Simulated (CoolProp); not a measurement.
A closed Brayton cycle with carbon dioxide: compressor inlet 312.15 K and 9.7 MPa, high pressure 17.9 MPa, turbine inlet 740 K, compressor efficiency 0.8, turbine efficiency 0.93, recuperator effectiveness 0 (on enthalpy, no pinch check). Each further row changes one setting.

Model: reference Helmholtz-energy equation of state, Span 1996, in CoolProp.

```tsv
case	thermal efficiency (%)	net work (kJ/kg)	compressor to turbine work	compressor exit (K)	turbine exit (K)
as stated	10.0	60.5	0.20	331.7	668.0
turbine inlet 690 K	10.0	(withheld)	0.22	331.7	620.7
compressor inlet 322.15 K	10.0	(withheld)	0.31	362.0	668.0
high pressure 15.2 MPa	7.5	46.0	0.19	326.2	(withheld)
recuperator effectiveness 0.5	15.5	60.5	0.20	331.7	668.0
```

Task: Fill in the missing entries.

Result: 
- turbine inlet 690 K, net work (kJ/kg): 54.6
- compressor inlet 322.15 K, net work (kJ/kg): 52.1
- high pressure 15.2 MPa, turbine exit (K): 686.9
